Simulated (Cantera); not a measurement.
An isothermal, constant-pressure homogeneous reactor starts with NO : N2 = 1 : 5.9 (molar parts), at 2100 K and 20.0 Torr.

Computed with Cantera and GRI-Mech 3.0 (53 species, 325 reactions). Radical loss at walls, strong at low pressure, is not modelled.

x: mole fraction; the columns are a selection and need not sum to one.

```json
[
 {"t (s)": "0.000200", "x NO": "0.145", "x NO2": "1.85e-10", "x N2": "0.855", "x O2": "2.44e-10", "x O": "2.63e-7", "x N2O": "2.57e-7"},
 {"t (s)": "0.000928", "x NO": "0.145", "x NO2": "3.38e-9", "x N2": "0.855", "x O2": "5.38e-9", "x O": "1.27e-6", "x N2O": "1.14e-6"},
 {"t (s)": "0.00431", "x NO": "0.145", "x NO2": "4.27e-8", "x N2": "0.855", "x O2": "1.29e-7", "x O": "6.81e-6", "x N2O": "4.34e-6"},
 {"t (s)": "0.0200", "x NO": "0.145", "x NO2": "3.36e-7", "x N2": "0.855", "x O2": "3.64e-6", "x O": "4.18e-5", "x N2O": "9.54e-6"},
 {"t (s)": "0.0928", "x NO": "0.144", "x NO2": "1.63e-6", "x N2": "0.855", "x O2": "9.76e-5", "x O": "0.000211", "x N2O": "9.92e-6"},
 {"t (s)": "0.431", "x NO": "0.141", "x NO2": "[?]", "x N2": "0.857", "x O2": "[?]", "x O": "[?]", "x N2O": "[?]"},
 {"t (s)": "2.00", "x NO": "[?]", "x NO2": "[?]", "x N2": "0.869", "x O2": "[?]", "x O": "[?]", "x N2O": "[?]"},
 {"t (s)": "9.28", "x NO": "0.0278", "x NO2": "3.48e-6", "x N2": "0.913", "x O2": "0.0575", "x O": "0.00206", "x N2O": "2.93e-7"},
 {"t (s)": "43.1", "x NO": "0.00618", "x NO2": "8.44e-7", "x N2": "0.923", "x O2": "0.0682", "x O": "0.00224", "x N2O": "6.09e-8"},
 {"t (s)": "200", "x NO": "0.00616", "x NO2": "8.42e-7", "x N2": "0.923", "x O2": "0.0682", "x O": "0.00224", "x N2O": "6.08e-8"}
]
```

Problem. What belongs in the gaps?

Solution. 
- 0.431, x NO2: 4.01e-6
- 0.431, x O2: 0.00166
- 0.431, x O: 0.000577
- 0.431, x N2O: 8.62e-6
- 2.00, x NO: 0.116
- 2.00, x NO2: 7.23e-6
- 2.00, x O2: 0.0138
- 2.00, x O: 0.00110
- 2.00, x N2O: 5.23e-6
